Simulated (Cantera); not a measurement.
Feed: 1 mol toluene, 4.6 mol CO2, 33 mol N2, at 1850 K and 28.0 mbar.

Method: chemical equilibrium by Gibbs-energy minimisation in Cantera with the NASA 1993 tables (ideal gas, pure condensed phases). Candidate condensed phases: C, C6H6, C7H8, C8H18, H2O; 136 gas species. Equilibrium is a limit: real reactors are often held back by kinetics, nucleation or transport.

Base state: N2 0.713, CO 0.199, H2 0.0850, HCN 0.00192, H 0.000939, HNC 8.11e-5, C2H2 (acetylene) 2.22e-5 (mole fractions); condensed: C(graphite).

Task: What changes in the equilibrium state with this change: temperature from 1850 K to 1125 K?

Result: 
| species | before | after |
|---|---|---|
| N2 | 0.713 | 0.714 |
| CO | 0.199 | 0.199 |
| H2 | 0.0850 | 0.0865 |
| HCN | 0.00192 | 7.63e-6 |
| H | 0.000939 | 7.81e-8 |
| C2H2 (acetylene) | 2.22e-5 | 1.99e-9 |
| C(graphite), mol | 2.31 | 2.40 |

Task: What changes in the equilibrium state with this change: toluene replaced by C2H6?

Result: 
```
species            before    after
----------------  -------  -------
N2                  0.713    0.774
CO                  0.199    0.127
H2                 0.0850   0.0371
CO2               6.19e-8   0.0280
H2O               1.06e-7   0.0329
HCN               0.00192  1.18e-9
HNC               8.11e-5    <1e-9
C(graphite), mol     2.31        0
```

Task: What changes in the equilibrium state with this change: temperature from 1850 K to 3000 K?

Result: 
| species | before | after |
|---|---|---|
| N2 | 0.713 | 0.650 |
| CO | 0.199 | 0.185 |
| H | 0.000939 | 0.113 |
| H2 | 0.0850 | 0.0145 |
| CN | 3.42e-7 | 0.0116 |
| HCN | 0.00192 | 0.0144 |
| C3 | <1e-9 | 0.00455 |
| C | <1e-9 | 0.00134 |
| C2 | <1e-9 | 0.000623 |
| C2H | 2.64e-9 | 0.000667 |
| N | <1e-9 | 6.71e-5 |
| C(graphite), mol | 2.31 | 0 |
